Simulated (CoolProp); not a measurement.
R123 at 293.15 K and 1.05 MPa is throttled through a valve to 0.694 MPa with no heat exchange. Each further row changes one setting.

Computed with CoolProp (reference Helmholtz-energy equation of state, Younglove 1994). It is a modified Benedict-Webb-Rubin equation, recast in Helmholtz form.

| case | temperature change (K) |
|---|---|
| as stated | ___ |
| outlet pressure 0.208 MPa | ___ |
| outlet pressure 0.902 MPa | ___ |

Problem. Complete the blanks.

Solution. 
- as stated, temperature change (K): +0.1
- outlet pressure 0.208 MPa, temperature change (K): +0.3
- outlet pressure 0.902 MPa, temperature change (K): +0.0
